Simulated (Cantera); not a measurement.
Charge: 1 mol SiH4, 1.9 mol NO, 2.1 mol H2, equilibrated at 677 °C and 0.00630 bar.

These are equilibrium values from Cantera (NASA tables, ideal gas, pure condensed phases), not measurements of a reactor. Candidate condensed phases: H2O, Si, SiO2, Si2N2O, Si3N4; 35 gas species. Rates play no part.

Q: What is the equilibrium state?

A: x(H2): 0.817
x(N2): 0.183
x(H2O): 9.81e-6
x(NH3): 1.64e-6
n(SiO2(β-quartz)): 0.933 mol
n(Si2N2O(s)): 0.0333 mol
gas amount: 5.017 mol
log10 activity of Si(s) (absent): -9.31
